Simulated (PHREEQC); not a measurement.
Consider water at 20 °C with 0.02 mol NH4HF2, 0.00051 mol H2SiF6 and 0.02 mol HCl per kg of water. Closed to the air; pH follows from the charge balance.

Computed with PHREEQC (ion-association model, wateq4f.dat).

| quantity | before | after |
|---|---|---|
| pH | 2.27 | 2.44 |
| ionic strength (mol/kgw) | 0.0267 | 0.0143 |
| F- (mol/kgw) | 0.00463 | 0.00336 |
| H2F2 (mol/kgw) | 0.00265 | 0.000692 |
| HF2- (mol/kgw) | 0.000498 | 0.000185 |
| SI of Quartz (SiO2) | -6.39 | -5.22 |

What was changed between the two runs?
(A) HCl left out
(B) 0.022 mol/kgw NaH2PO4 added
(C) diluted 2-fold with water
(D) temperature from 20 to 45 °C
(E) NH4HF2 from 0.02 to 0.1 mol/kgw

C, diluted 2-fold with water

Precipitation was switched off in this run. wateq4f.dat counts part of the HF as a dimer, H2F2, which phreeqc.dat doesn't know; its constant is uncertain. SiF6-2 is the database's only silicon fluoride.
